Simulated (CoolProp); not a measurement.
Properties of cis-2-butene along the isobar 101 kPa.

Computed with CoolProp (reference Helmholtz-energy equation of state, Lemmon 2005). It is a short technical equation, of lower accuracy than the large ones.

```tsv
T (K)	phase	density (kg/m³)	cp (kJ/(kg K))	cv (kJ/(kg K))	expansivity (1/kK)	fugacity coefficient
178.4	liquid	744.3	1.978	(withheld)	1.385	0.001809
219.3	liquid	702.1	2.007	(withheld)	1.481	0.05576
260.2	liquid	(withheld)	2.103	1.421	1.660	(withheld)
301.1	gas	2.332	1.500	1.327	3.695	0.9713
341.9	gas	2.032	1.633	1.471	3.119	0.9816
382.8	gas	1.804	1.782	1.625	2.725	0.9874
423.7	gas	1.623	1.934	1.780	2.432	0.9909
464.6	gas	1.477	2.084	1.931	2.201	0.9933
```

### Question
What belongs in the gaps?

### Answer

- 178.4, cv (kJ/(kg K)): 1.337
- 219.3, cv (kJ/(kg K)): 1.353
- 260.2, density (kg/m³): 658.6
- 260.2, fugacity coefficient: 0.4946
